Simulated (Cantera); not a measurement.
What does this Cantera script print?

```python
import numpy as np
import cantera as ct

gas = ct.Solution("gri30.yaml")
gas.TPX = 1450, 320, {'H2': 0.075, 'O2': 1}
inlet = ct.Reservoir(gas, clone=True)

reactor = ct.IdealGasConstPressureReactor(gas, energy="off", clone=False)
exhaust = ct.Reservoir(gas, clone=True)
tau = [0.5, 0.27, 0.15, 0.082, 0.045, 0.025, 0.013, 0.0074, 0.0041, 0.0022, 0.0012][0]
for a, b in ((inlet, reactor), (reactor, exhaust)):
    ct.MassFlowController(a, b, mdot=lambda t: reactor.mass / tau)
net = ct.ReactorNet([reactor])
show = ['H2', 'O2', 'H2O', 'H', 'HO2', 'H2O2', 'OH']

rows = []
print(f"{'tau/s':>10s}{'T/K':>9s}" + "".join(f"{s:>11s}" for s in show))
for tau in [0.5, 0.27, 0.15, 0.082, 0.045, 0.025, 0.013, 0.0074, 0.0041, 0.0022, 0.0012]:
    net.initial_time = 0.0
    net.advance(30 * tau)
    before = gas.X
    net.advance(40 * tau)
    drift = np.max(np.abs(gas.X - before) / (gas.X + 1e-9))
    rows.append([gas.T, *gas[show].X, drift])
    print(f"{tau:10.3e}{gas.T:9.1f}" + "".join(f"{x:11.3e}" for x in gas[show].X))
```

It prints:

```
     tau/s      T/K         H2         O2        H2O          H        HO2       H2O2         OH
 5.000e-01   1450.0  1.245e-03  8.873e-01  6.233e-02  6.088e-03  4.949e-07  1.428e-08  7.762e-03
 2.700e-01   1450.0  1.436e-03  8.819e-01  6.101e-02  7.374e-03  5.118e-07  1.469e-08  8.221e-03
 1.500e-01   1450.0  1.612e-03  8.782e-01  6.002e-02  8.316e-03  5.221e-07  1.498e-08  8.540e-03
 8.200e-02   1450.0  1.825e-03  8.759e-01  5.921e-02  9.004e-03  5.293e-07  1.528e-08  8.796e-03
 4.500e-02   1450.0  2.131e-03  8.747e-01  5.847e-02  9.489e-03  5.352e-07  1.567e-08  9.042e-03
 2.500e-02   1450.0  2.621e-03  8.745e-01  5.760e-02  9.869e-03  5.413e-07  1.626e-08  9.336e-03
 1.300e-02   1450.0  3.583e-03  8.751e-01  5.618e-02  1.027e-02  5.493e-07  1.729e-08  9.801e-03
 7.400e-03   1450.0  5.028e-03  8.766e-01  5.427e-02  1.062e-02  5.569e-07  1.860e-08  1.036e-02
 4.100e-03   1450.0  7.579e-03  8.792e-01  5.119e-02  1.092e-02  5.629e-07  2.033e-08  1.109e-02
 2.200e-03   1450.0  1.216e-02  8.837e-01  4.622e-02  1.094e-02  5.611e-07  2.212e-08  1.185e-02
 1.200e-03   1450.0  1.964e-02  8.904e-01  3.896e-02  1.025e-02  5.426e-07  2.271e-08  1.210e-02
```

Computed with Cantera and GRI-Mech 3.0 (53 species, 325 reactions). Radical loss at walls, strong at low pressure, is not modelled. The temperature is held fixed by assumption; the heat of reaction is taken as removed at once.
